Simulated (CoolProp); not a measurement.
R1234ze(E) along the isotherm 226.9 K: Z from the reference equation and from simpler models built on Tc = 382.5 K, pc = 3.635 MPa, ω = 0.313; each cubic takes its own stable root.

Computed with CoolProp (reference Helmholtz-energy equation of state, Thol 2016).

```json
[
 {"p (MPa)": "0.938", "phase": "liquid", "reference": "0.04146", "van der Waals": "0.06995", "Redlich-Kwong": "0.04755", "Soave-Redlich-Kwong": "0.04583", "Peng-Robinson": "0.04065"},
 {"p (MPa)": "1.88", "phase": "liquid", "reference": "0.08299", "van der Waals": "0.1394", "Redlich-Kwong": "0.09502", "Soave-Redlich-Kwong": "0.09168", "Peng-Robinson": "0.08134"},
 {"p (MPa)": "2.81", "phase": "liquid", "reference": "0.1239", "van der Waals": "0.2072", "Redlich-Kwong": "0.1416", "Soave-Redlich-Kwong": "0.1368", "Peng-Robinson": "[?]"},
 {"p (MPa)": "3.75", "phase": "liquid", "reference": "0.1651", "van der Waals": "0.2750", "Redlich-Kwong": "0.1885", "Soave-Redlich-Kwong": "0.1822", "Peng-Robinson": "0.1617"},
 {"p (MPa)": "4.69", "phase": "liquid", "reference": "0.2062", "van der Waals": "0.3423", "Redlich-Kwong": "0.2351", "Soave-Redlich-Kwong": "0.2274", "Peng-Robinson": "[?]"},
 {"p (MPa)": "5.62", "phase": "liquid", "reference": "0.2468", "van der Waals": "0.4083", "Redlich-Kwong": "0.2810", "Soave-Redlich-Kwong": "0.2721", "Peng-Robinson": "0.2417"},
 {"p (MPa)": "6.56", "phase": "liquid", "reference": "0.2877", "van der Waals": "0.4746", "Redlich-Kwong": "0.3272", "Soave-Redlich-Kwong": "0.3170", "Peng-Robinson": "0.2817"},
 {"p (MPa)": "7.5", "phase": "liquid", "reference": "0.3285", "van der Waals": "0.5404", "Redlich-Kwong": "0.3732", "Soave-Redlich-Kwong": "0.3618", "Peng-Robinson": "0.3216"},
 {"p (MPa)": "8.44", "phase": "liquid", "reference": "[?]", "van der Waals": "0.6058", "Redlich-Kwong": "0.4189", "Soave-Redlich-Kwong": "0.4065", "Peng-Robinson": "0.3614"},
 {"p (MPa)": "9.38", "phase": "liquid", "reference": "0.4098", "van der Waals": "0.6707", "Redlich-Kwong": "0.4645", "Soave-Redlich-Kwong": "0.4511", "Peng-Robinson": "0.4011"},
 {"p (MPa)": "10.3", "phase": "liquid", "reference": "0.4495", "van der Waals": "0.7340", "Redlich-Kwong": "0.5090", "Soave-Redlich-Kwong": "[?]", "Peng-Robinson": "0.4399"},
 {"p (MPa)": "11.2", "phase": "liquid", "reference": "0.4882", "van der Waals": "0.7956", "Redlich-Kwong": "0.5523", "Soave-Redlich-Kwong": "0.5370", "Peng-Robinson": "0.4777"},
 {"p (MPa)": "12.2", "phase": "liquid", "reference": "0.5311", "van der Waals": "0.8637", "Redlich-Kwong": "0.6003", "Soave-Redlich-Kwong": "0.5840", "Peng-Robinson": "0.5196"},
 {"p (MPa)": "13.1", "phase": "liquid", "reference": "0.5697", "van der Waals": "0.9246", "Redlich-Kwong": "0.6433", "Soave-Redlich-Kwong": "0.6262", "Peng-Robinson": "0.5573"},
 {"p (MPa)": "14.1", "phase": "liquid", "reference": "0.6124", "van der Waals": "0.9921", "Redlich-Kwong": "0.6909", "Soave-Redlich-Kwong": "0.6729", "Peng-Robinson": "0.5990"},
 {"p (MPa)": "15", "phase": "liquid", "reference": "0.6508", "van der Waals": "1.053", "Redlich-Kwong": "0.7336", "Soave-Redlich-Kwong": "0.7149", "Peng-Robinson": "[?]"}
]
```

Task: Some entries are withheld; supply them.

Result: 
- 2.81, Peng-Robinson: 0.1214
- 4.69, Peng-Robinson: 0.2020
- 8.44, reference: 0.3692
- 10.3, Soave-Redlich-Kwong: 0.4945
- 15, Peng-Robinson: 0.6365
